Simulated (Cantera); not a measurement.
## AlCl₃ + H₂O + H₂ (aluminium nitride and oxide growth)

A closed system holds: 1 mol AlCl₃, 11 mol H₂O, 18 mol H₂, held at 0.230 bar.

Method: chemical equilibrium by Gibbs-energy minimisation in Cantera with the NASA 1993 tables (ideal gas, pure condensed phases). Candidate condensed phases: Al, AlCl₃, Al₂O₃, H₂O; 29 gas species. Gases not in the tables: Al(OH)₃. Rates play no part.

From 1700 K to 2200 K the condensed part is Al₂O₃(s).

```tsv
T (K)	log p H₂	log p H₂O	log p HCl	log p H	log p Cl	log p OH	log p AlCl	n Al₂O₃(s)
1700	-0.87	-1.14	-1.65	-4.27	-5.15	-5.83	-8.90	0.500
1750	-0.87	-1.14	-1.65	-4.07	-4.96	-5.58	-8.47	0.500
1800	-0.87	-1.15	-1.65	-3.88	-4.77	-5.34	-8.07	0.500
1850	-0.87	-1.15	-1.65	-3.70	-4.60	-5.11	-7.70	0.500
1900	-0.87	-1.15	-1.65	-3.53	-4.44	-4.90	-7.34	0.500
1950	-0.87	-1.15	-1.65	-3.37	-4.28	-4.69	-7.00	0.500
2000	-0.87	-1.15	-1.65	-3.22	-4.13	-4.50	-6.68	0.500
2050	-0.87	-1.15	-1.65	-3.08	-3.99	-4.32	-6.38	0.500
2100	-0.87	-1.15	-1.65	-2.94	-3.85	-4.14	-6.10	0.500
2150	-0.87	-1.15	-1.65	-2.81	-3.73	-3.98	-5.82	0.500
2200	-0.87	-1.15	-1.65	-2.69	-3.60	-3.82	-5.56	0.500
```
log p: log10 of the partial pressure in bar; n: condensed amount in mol.
